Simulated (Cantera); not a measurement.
**Stirred combustor or abatement burner**

A perfectly stirred reactor is fed with CH₄ : H₂ : O₂ : N₂ : H₂O = 1 : 0.12 : 2.68 : 10.1 : 2.8 (molar parts), at 1200 Torr; it is adiabatic with a 598 K inlet, and is followed from long to short residence time, starting on the burning branch (τ in s: 0.09, 0.038, 0.016, 0.0067, 0.0028, 0.0012, 0.0005, 0.00021, 8.8e-05, 3.7e-05, 1.6e-05, 6.6e-06).

Model: GRI-Mech 3.0 (53 species, 325 reactions), integrated in Cantera.

| τ (s) | T (K) | x CH₄ | x H₂ | x O₂ | x C₂H₆ | x NO₂ | x HCN | x CH₃ |
|---|---|---|---|---|---|---|---|---|
| 0.090 | 1895 | 6.95e-6 | 0.000296 | 0.0371 | 1.15e-10 | 3.55e-8 | 1.63e-8 | 2.30e-6 |
| 0.038 | 1891 | 1.30e-5 | 0.000440 | 0.0372 | 3.67e-10 | 2.76e-8 | 2.39e-8 | 4.36e-6 |
| 0.016 | 1885 | 2.34e-5 | 0.000701 | 0.0374 | 1.01e-9 | 2.37e-8 | 3.76e-8 | 7.80e-6 |
| 0.0067 | 1874 | 4.16e-5 | 0.00115 | 0.0378 | 2.55e-9 | 2.06e-8 | 6.22e-8 | 1.35e-5 |
| 0.0028 | 1857 | 7.49e-5 | 0.00188 | 0.0385 | 6.26e-9 | 1.73e-8 | 1.05e-7 | 2.28e-5 |
| 0.0012 | 1830 | 0.000137 | 0.00295 | 0.0398 | 1.56e-8 | 1.41e-8 | 1.75e-7 | 3.81e-5 |
| 0.00050 | 1789 | 0.000271 | 0.00447 | 0.0420 | 4.68e-8 | 1.08e-8 | 2.92e-7 | 6.70e-5 |
| 0.00021 | 1725 | 0.000626 | 0.00633 | 0.0463 | 2.11e-7 | 7.42e-9 | 4.64e-7 | 0.000130 |
| 8.8e-5 | 598 | 0.0599 | 0.00719 | 0.160 | <1e-12 | <1e-12 | <1e-12 | <1e-12 |
| 3.7e-5 | 598 | 0.0599 | 0.00719 | 0.160 | <1e-12 | <1e-12 | <1e-12 | <1e-12 |
| 1.6e-5 | 598 | 0.0599 | 0.00719 | 0.160 | <1e-12 | <1e-12 | <1e-12 | <1e-12 |
| 6.6e-6 | 598 | 0.0599 | 0.00719 | 0.160 | <1e-12 | <1e-12 | <1e-12 | <1e-12 |
x: mole fraction; the columns are a selection and need not sum to one.
